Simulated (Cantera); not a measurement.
A Cantera script and its output.

```python
import numpy as np
import cantera as ct

gas = ct.Solution("gri30.yaml")
gas.TPX = 875, 180000, {'CO': 0.0015, 'O2': 0.002, 'H2O': 0.036, 'N2': 1}
reactor = ct.IdealGasConstPressureReactor(gas, energy="off", clone=False)
net = ct.ReactorNet([reactor])
net.rtol, net.atol = 1e-08, 1e-18
show = ['CO', 'O2', 'H2O', 'N2O', 'NO2', 'OH']
times = np.geomspace(1e-05, 20, 11)

steps = ct.SolutionArray(gas, extra=["t"])
rows = []
print(f"{'t/s':>10s}{'T/K':>9s}{'P/Pa':>11s}" + "".join(f"{s:>11s}" for s in show))
for t in times:
    while net.time < t:
        t_next = net.step()
        steps.append(gas.state, t=t_next)
    rows.append([np.interp(t, steps.t, y) for y in (steps.T, steps.P, *steps(*show).X.T)])
    print(f"{t:10.3e}{rows[-1][0]:9.1f}{rows[-1][1]:11.4g}" + "".join(f"{x:11.3e}" for x in rows[-1][2:]))
rate = np.gradient(steps.T, steps.t)
print("integrator steps:", len(steps.t))
if steps.T.max() > steps.T[0] + 200:
    print(f"time of steepest temperature rise: {steps.t[rate.argmax()]:.4e} s")
gas.TPX = 875, 180000, {'CO': 0.0015, 'O2': 0.002, 'H2O': 0.036, 'N2': 1}
gas.equilibrate("TP")
print(f"equilibrium (TP): T = {gas.T:.1f} K  " + "  ".join(f"{s} {gas[s].X[0]:.3e}" for s in show))
```

It prints:

```
       t/s      T/K       P/Pa         CO         O2        H2O        N2O        NO2         OH
 1.000e-05    875.0    1.8e+05  1.443e-03  1.924e-03  3.463e-02  2.123e-21  4.356e-42  2.541e-17
 4.267e-05    875.0    1.8e+05  1.443e-03  1.924e-03  3.463e-02  3.039e-20  2.080e-40  2.470e-16
 1.821e-04    875.0    1.8e+05  1.443e-03  1.924e-03  3.463e-02  5.202e-19  2.765e-38  2.879e-15
 7.768e-04    875.0    1.8e+05  1.443e-03  1.924e-03  3.463e-02  8.338e-18  1.513e-35  2.071e-14
 3.314e-03    875.0    1.8e+05  1.443e-03  1.924e-03  3.463e-02  1.008e-16  1.583e-32  6.002e-14
 1.414e-02    875.0    1.8e+05  1.443e-03  1.924e-03  3.463e-02  6.831e-16  4.601e-30  7.765e-14
 6.034e-02    875.0    1.8e+05  1.443e-03  1.924e-03  3.463e-02  3.323e-15  5.430e-28  1.051e-13
 2.575e-01    875.0    1.8e+05  1.443e-03  1.924e-03  3.463e-02  1.652e-14  6.247e-26  2.413e-13
 1.099e+00    875.0    1.8e+05  1.443e-03  1.924e-03  3.463e-02  1.295e-13  2.209e-23  1.377e-12
 4.687e+00    875.0    1.8e+05  1.442e-03  1.923e-03  3.463e-02  1.259e-11  4.705e-18  1.204e-10
 2.000e+01    875.0    1.8e+05  1.291e-03  1.851e-03  3.463e-02  1.645e-09  3.913e-14  1.474e-09
integrator steps: 404
equilibrium (TP): T = 875.0 K  CO 1.474e-14  O2 1.203e-03  H2O 3.466e-02  N2O 7.749e-11  NO2 8.077e-09  OH 9.901e-10
```

Detailed kinetics in Cantera: GRI-Mech 3.0 (53 species, 325 reactions).
